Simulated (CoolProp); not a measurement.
Vapour-liquid equilibrium of methanol (1) + hexamethyldisiloxane (MM) (2) at 160 kPa; x and y are mole fractions of (1).

The numbers come from the multi-fluid Helmholtz-energy mixture model, de Reuck 1993 and Thol 2016; pair parameters Bell 2016 in CoolProp.

**Question.** Give the bubble temperature and the first vapour's composition at x = 0.05, 0.15, 0.45. Is there an azeotrope?

**Answer.** x = 0.05: 108.0 °C, y = 0.234; x = 0.15: 95.3 °C, y = 0.506; x = 0.45: 80.4 °C, y = 0.759. No azeotrope shows between x = 0.05 and 0.95.

Pair parameters are fitted to limited data, so mixtures are less certain than the pure fluids.
